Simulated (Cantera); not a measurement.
A perfectly stirred reactor is fed with CH4 : H2O : H2 = 9.2 : 0.99 : 0.23 (molar parts), at 100000 Pa; it is held at 1600 K, and followed from long to short residence time.

Cantera simulation using GRI-Mech 3.0 (53 species, 325 reactions); the numbers are that mechanism's predictions, not measurements. GRI-Mech 3.0 stops at C3 and has no aromatics, soot or wall deposition, so with more carbon than oxygen in the feed, carbon stays in small species such as C2H2 where larger ones or solid carbon would form.

x: mole fraction; the columns are a selection and need not sum to one.

| τ (s) | x CH4 | x H2O | x H2 | x C2H2 | x CH2O | x CH2 |
|---|---|---|---|---|---|---|
| 0.57 | 0.171 | 0.0488 | 0.585 | 0.172 | 1.03e-7 | (withheld) |
| 0.30 | 0.227 | 0.0564 | 0.538 | 0.161 | 1.56e-7 | (withheld) |
| 0.16 | 0.299 | 0.0629 | 0.479 | 0.145 | 2.33e-7 | (withheld) |
| 0.085 | 0.388 | 0.0689 | 0.408 | 0.122 | 3.46e-7 | (withheld) |
| 0.045 | 0.487 | 0.0748 | 0.330 | 0.0963 | 5.05e-7 | (withheld) |
| 0.024 | 0.585 | 0.0803 | 0.252 | 0.0695 | 7.11e-7 | (withheld) |
| 0.013 | 0.673 | 0.0850 | 0.182 | 0.0452 | 9.41e-7 | (withheld) |
| 0.0068 | 0.750 | 0.0891 | 0.121 | 0.0243 | 1.17e-6 | (withheld) |

Task: Fill in the missing entries.

Result: 
- 0.57, x CH2: 1.50e-8
- 0.30, x CH2: 1.73e-8
- 0.16, x CH2: 2.00e-8
- 0.085, x CH2: 2.34e-8
- 0.045, x CH2: 2.75e-8
- 0.024, x CH2: 3.24e-8
- 0.013, x CH2: 3.76e-8
- 0.0068, x CH2: 4.26e-8
